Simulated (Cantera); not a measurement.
**Adiabatic ignition**

An adiabatic, constant-volume homogeneous reactor starts with 7.39 % CH₄, 1.48 % CO, 19.1 % O₂, 72.0 % N₂, at 1525 K and 0.474 atm.

Cantera simulation using GRI-Mech 3.0 (53 species, 325 reactions); the numbers are that mechanism's predictions, not measurements.

| t (s) | T (K) | P (bar) | x CH₄ | x CO | x O₂ | x NO | x HCN |
|---|---|---|---|---|---|---|---|
| 1.00e-6 | 1525 | 0.480 | 0.0739 | 0.0148 | 0.191 | <1e-12 | <1e-12 |
| 2.42e-6 | 1525 | 0.480 | 0.0739 | 0.0148 | 0.191 | <1e-12 | <1e-12 |
| 5.88e-6 | 1525 | 0.480 | 0.0739 | 0.0148 | 0.191 | <1e-12 | <1e-12 |
| 1.43e-5 | 1525 | 0.480 | 0.0739 | 0.0148 | 0.191 | <1e-12 | <1e-12 |
| 3.46e-5 | 1525 | 0.480 | 0.0739 | 0.0148 | 0.191 | <1e-12 | <1e-12 |
| 8.38e-5 | 1525 | 0.480 | 0.0738 | 0.0148 | 0.191 | <1e-12 | <1e-12 |
| 0.000203 | 1525 | 0.480 | 0.0738 | 0.0148 | 0.191 | <1e-12 | <1e-12 |
| 0.000492 | 1525 | 0.480 | 0.0736 | 0.0148 | 0.191 | <1e-12 | <1e-12 |
| 0.00119 | 1548 | 0.488 | 0.0689 | 0.0155 | 0.188 | 1.54e-11 | 5.72e-12 |
| 0.00289 | 2780 | 0.906 | <1e-12 | 0.0353 | 0.0444 | 0.00939 | 4.32e-10 |
| 0.00702 | 2774 | 0.904 | <1e-12 | 0.0353 | 0.0421 | 0.0147 | 5.95e-10 |
| 0.0170 | 2774 | 0.904 | <1e-12 | 0.0353 | 0.0421 | 0.0149 | 5.99e-10 |
| 0.0412 | 2774 | 0.904 | <1e-12 | 0.0353 | 0.0421 | 0.0149 | 5.99e-10 |
| 0.100 | 2774 | 0.904 | <1e-12 | 0.0353 | 0.0421 | 0.0149 | 5.99e-10 |
x: mole fraction; the columns are a selection and need not sum to one.

The time of steepest temperature rise is 1.48 ms. The temperature at 0.100 s is 2774 K. The equilibrium temperature comes out as 2774 K and the x(CH₄) at 0.100 s is <1e-12 (gas-phase equilibrium <1e-12). The x(CO) at 0.100 s is 0.0353 (gas-phase equilibrium 0.0353) and the x(O₂) at 0.100 s is 0.0421 (gas-phase equilibrium 0.0421).
